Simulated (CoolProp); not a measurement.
A closed Brayton cycle with carbon dioxide: compressor inlet 333.15 K and 7.7 MPa, high pressure 24.6 MPa, turbine inlet 840 K, compressor efficiency 0.85, turbine efficiency 0.9, recuperator effectiveness 0.8 (on enthalpy, no pinch check). Each further row changes one setting.

Values from CoolProp's reference Helmholtz-energy equation of state, Span 1996.

```tsv
case	thermal efficiency (%)	net work (kJ/kg)	compressor to turbine work	compressor exit (K)	turbine exit (K)
as stated	29.2	82.6	0.46	439.8	701.0
turbine inlet 790 K	27.6	…	…	439.8	656.0
compressor inlet 343.15 K	28.1	76.6	…	…	701.0
high pressure 20.9 MPa	28.2	…	0.44	424.1	719.9
recuperator effectiveness 0.5	…	82.6	0.46	439.8	701.0
```

Some entries are withheld; supply them.


- turbine inlet 790 K, net work (kJ/kg): 72.2
- turbine inlet 790 K, compressor to turbine work: 0.49
- compressor inlet 343.15 K, compressor to turbine work: 0.50
- compressor inlet 343.15 K, compressor exit (K): 454.3
- high pressure 20.9 MPa, net work (kJ/kg): 74.6
- recuperator effectiveness 0.5, thermal efficiency (%): 22.2
